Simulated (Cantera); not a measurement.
What does this Cantera script print?

```python
import numpy as np
import cantera as ct

gas = ct.Solution("gri30.yaml")
gas.TPX = 1248, 13332, {'N2O': 1, 'H2': 0.0038, 'N2': 5.5}
reactor = ct.IdealGasConstPressureReactor(gas, energy="off", clone=False)
net = ct.ReactorNet([reactor])
net.rtol, net.atol = 1e-08, 1e-18
show = ['N2O', 'H2', 'HO2', 'H2O2', 'NO']
times = np.geomspace(9e-05, 20, 11)

steps = ct.SolutionArray(gas, extra=["t"])
rows = []
print(f"{'t/s':>10s}{'T/K':>9s}{'P/Pa':>11s}" + "".join(f"{s:>11s}" for s in show))
for t in times:
    while net.time < t:
        t_next = net.step()
        steps.append(gas.state, t=t_next)
    rows.append([np.interp(t, steps.t, y) for y in (steps.T, steps.P, *steps(*show).X.T)])
    print(f"{t:10.3e}{rows[-1][0]:9.1f}{rows[-1][1]:11.4g}" + "".join(f"{x:11.3e}" for x in rows[-1][2:]))
rate = np.gradient(steps.T, steps.t)
print("integrator steps:", len(steps.t))
if steps.T.max() > steps.T[0] + 200:
    print(f"time of steepest temperature rise: {steps.t[rate.argmax()]:.4e} s")
gas.TPX = 1248, 13332, {'N2O': 1, 'H2': 0.0038, 'N2': 5.5}
gas.equilibrate("TP")
print(f"equilibrium (TP): T = {gas.T:.1f} K  " + "  ".join(f"{s} {gas[s].X[0]:.3e}" for s in show))
```

It prints:

```
       t/s      T/K       P/Pa        N2O         H2        HO2       H2O2         NO
 9.000e-05   1248.0  1.333e+04  1.538e-01  5.842e-04  1.038e-10  1.899e-15  5.457e-08
 3.083e-04   1248.0  1.333e+04  1.537e-01  5.839e-04  3.893e-09  3.226e-13  4.844e-07
 1.056e-03   1248.0  1.333e+04  1.537e-01  5.806e-04  8.860e-08  3.384e-11  2.886e-06
 3.616e-03   1248.0  1.333e+04  1.536e-01  5.488e-04  8.551e-07  2.024e-09  1.214e-05
 1.239e-02   1248.0  1.333e+04  1.532e-01  3.776e-04  1.552e-06  8.436e-09  4.422e-05
 4.243e-02   1248.0  1.333e+04  1.519e-01  1.155e-04  9.072e-07  3.141e-09  1.467e-04
 1.453e-01   1248.0  1.333e+04  1.485e-01  9.969e-06  2.359e-07  3.396e-10  5.010e-04
 4.977e-01   1248.0  1.333e+04  1.379e-01  3.061e-08  6.572e-08  1.366e-10  1.683e-03
 1.705e+00   1248.0  1.333e+04  1.075e-01  8.758e-09  1.968e-08  1.304e-10  5.056e-03
 5.839e+00   1248.0  1.333e+04  4.763e-02  9.337e-09  5.082e-09  1.170e-10  1.149e-02
 2.000e+01   1248.0  1.333e+04  4.840e-03  4.638e-09  1.302e-09  4.901e-11  1.544e-02
integrator steps: 1662
equilibrium (TP): T = 1248.0 K  N2O 4.767e-09  H2 1.862e-10  HO2 4.424e-10  H2O2 1.913e-12  NO 1.766e-04
```

Computed with Cantera and GRI-Mech 3.0 (53 species, 325 reactions). GRI-Mech 3.0 was tuned for natural gas; its chemistry of N2O as a main component is partial and can be far from experiment. The mechanism lacks the step 2 NO + O2 → 2 NO2, which can matter for NO2 below about 1400 K. The temperature is held fixed by assumption; the heat of reaction is taken as removed at once.
